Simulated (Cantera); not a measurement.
Input: 1 mol SiH₄, 2.6 mol HCl, 13 mol H₂, at 0.133 bar.

Equilibrium computed with Cantera from the NASA thermochemical tables; the gas is ideal and each condensed phase is pure. Candidate condensed phases: Si; 19 gas species. Gases not in the tables: Si₂H₆ and higher silanes. Equilibrium is a limit: real reactors are often held back by kinetics, nucleation or transport.

Q: What share of the Si ends up in condensed phases as a function of T (K), at 1600, 1700, 1800, 1900, 2000, 2100, 2200, 2300, 2400?

A: 
```tsv
T (K)	Si condensed (%)	as
1600	46.8	Si(s)
1700	46.0	Si(l)
1800	49.2	Si(l)
1900	51.9	Si(l)
2000	53.7	Si(l)
2100	54.2	Si(l)
2200	51.8	Si(l)
2300	43.5	Si(l)
2400	23.1	Si(l)
```
